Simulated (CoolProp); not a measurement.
Cyclopentane along the isotherm 457.4 K: fugacity coefficient from the reference equation and from simpler models built on Tc = 511.7 K, pc = 4.583 MPa, ω = 0.202; each cubic takes its own stable root.

Values from CoolProp's reference Helmholtz-energy equation of state, Gedanitz 2015.

| p (MPa) | phase | reference | van der Waals | Redlich-Kwong | Soave-Redlich-Kwong |
|---|---|---|---|---|---|
| 5.73 | liquid | 0.3174 | 0.4380 | 0.3574 | 0.3310 |
| 11.5 | liquid | 0.1905 | 0.2863 | … | 0.2014 |
| 17.2 | liquid | 0.1521 | 0.2462 | 0.1766 | 0.1623 |
| 22.9 | liquid | 0.1359 | 0.2355 | 0.1591 | 0.1459 |
| 28.6 | liquid | 0.1289 | 0.2385 | … | … |
| 34.4 | liquid | 0.1270 | 0.2504 | 0.1504 | 0.1374 |
| 40.1 | liquid | 0.1284 | 0.2691 | 0.1527 | 0.1393 |
| 45.8 | liquid | 0.1322 | 0.2942 | 0.1577 | 0.1437 |

Question: Some entries are withheld; supply them.

Answer: 
- 11.5, Redlich-Kwong: 0.2185
- 28.6, Redlich-Kwong: 0.1519
- 28.6, Soave-Redlich-Kwong: 0.1390
